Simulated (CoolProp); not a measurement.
o-xylene at several states: density (kg/m³) from the reference equation and from simpler models built on Tc = 630.3 K, pc = 37.37 bar, ω = 0.312; each cubic takes its own stable root.

Computed with CoolProp (reference Helmholtz-energy equation of state, Zhou 2012).

```
T (K)  p (bar)   phase   reference  Redlich-Kwong  Soave-Redlich-Kwong  Peng-Robinson
-----  -------  ------  ----------  -------------  -------------------  -------------
344.7    0.255  liquid  (withheld)         0.9563                738.2     (withheld)
461.7     16.3  liquid       727.4          609.8                641.5          726.1
423       1.58  liquid  (withheld)          4.995                676.0     (withheld)
```

Problem. Some entries are withheld; supply them.

Solution. 
- 344.7, reference: 836.1
- 344.7, Peng-Robinson: 831.4
- 423, reference: 764.2
- 423, Peng-Robinson: 764.4

At some of these states Redlich-Kwong gives the other phase, because its saturation line lies elsewhere.
